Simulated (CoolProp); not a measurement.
The fluid at 256.47 K and 0.236 MPa is compressed adiabatically to 1.39 MPa with isentropic efficiency 0.6. The same conditions are run with several fluids, on thermodynamics alone (safety and materials aside).

The numbers come from the reference Helmholtz-energy equation of state of each fluid (CF4 (R14): Platzer 1990; R1132(E): Akasaka 2024; ethylene: Smukala 2000; hydrogen sulfide: Lemmon 2006) in CoolProp. The equations of Platzer and Polt are older, rougher fits.

Question: Rank CF4 (R14), R1132(E), ethylene, hydrogen sulfide by work (kJ/kg), highest first.

Answer: ethylene (262), hydrogen sulfide (224), R1132(E) (104), CF4 (R14) (79.8)

| fluid | final temperature (K) | final density (kg/m³) |
|---|---|---|
| CF4 (R14) | 371.6 | 40.4 |
| R1132(E) | 372.6 | 31.2 |
| ethylene | 417.7 | 11.5 |
| hydrogen sulfide | 477.0 | 12.2 |
